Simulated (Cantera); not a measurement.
Charge: 1 mol BN, 0.1 mol N2, at 0.00670 bar.

Equilibrium computed with Cantera from the NASA thermochemical tables; the gas is ideal and each condensed phase is pure. Candidate condensed phases: B, BN; 5 gas species. The numbers say what is thermodynamically allowed, not how fast it happens.

Q: Which condensed phases are stable at each of these points (T (°C)): 1225, 1375, 1525, 1675, 1825, 1975, 2125, 2275, 2425, 2575, 2725?

A: 
```
T (°C)  condensed phases  B condensed (%)
------  ----------------  ---------------
1225               BN(s)            100.0
1375               BN(s)            100.0
1525               BN(s)            100.0
1675               BN(s)            100.0
1825               BN(s)            100.0
1975               BN(s)            100.0
2125                B(l)             99.7
2275                B(l)             98.7
2425                B(l)             95.0
2575                B(l)             80.7
2725            gas only              0.0
```

From 1225 °C to 1975 °C the condensed part is BN(s). From 2125 °C to 2575 °C the condensed part is B(l). At 2725 °C nothing is condensed.
